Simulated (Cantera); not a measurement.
Input: 1 mol C₃H₆, 1.2 mol CO₂, held at 0.100 bar.

These are equilibrium values from Cantera (NASA tables, ideal gas, pure condensed phases), not measurements of a reactor. Candidate condensed phases: C, C₆H₆, C₇H₈, C₈H₁₈, H₂O; 110 gas species. The numbers say what is thermodynamically allowed, not how fast it happens.

Over these rows the condensed part is C(graphite). Partial pressures as log10 of bar:

| T (K) | 1000/T (1/K) | log p H₂O | log p H₂ | log p CO |
|---|---|---|---|---|
| 1048 | 0.9542 | -3.35 | -1.26 | -1.36 |
| 1098 | 0.9107 | -3.65 | -1.26 | -1.36 |
| 1148 | 0.8711 | -3.93 | -1.26 | -1.35 |
| 1198 | 0.8347 | -4.18 | -1.26 | -1.35 |
| 1248 | 0.8013 | -4.42 | -1.26 | -1.35 |
| 1298 | 0.7704 | ? | -1.26 | -1.35 |

Question: Fit log p(H₂O) = a + b·(1000/T) to the five rows, give the apparent enthalpy, and predict the row at 1298 K.

Answer: Means: 1000/T = 0.8744, log p = -3.906. Sxy = 0.102192, Sxx = 0.0146163, so b = 6.99 and a = -3.906 − (6.99)×0.8744 = -10.02.
Apparent enthalpy: −19.145 × (6.99) = -134 kJ/mol. With the condensed phases at unit activity, H₂(g) + CO(g) = H₂O(g) + C(graphite) links this pressure to the main gases: over the six rows their terms move log p by +0.01 in all, so the slope is close to that reaction's ΔH°. The five rows lie within 0.01 of the line.
Prediction at 1298 K: -10.02 + (6.99)×0.7704 = -4.63. The computed value is -4.64, 0.01 from the line.
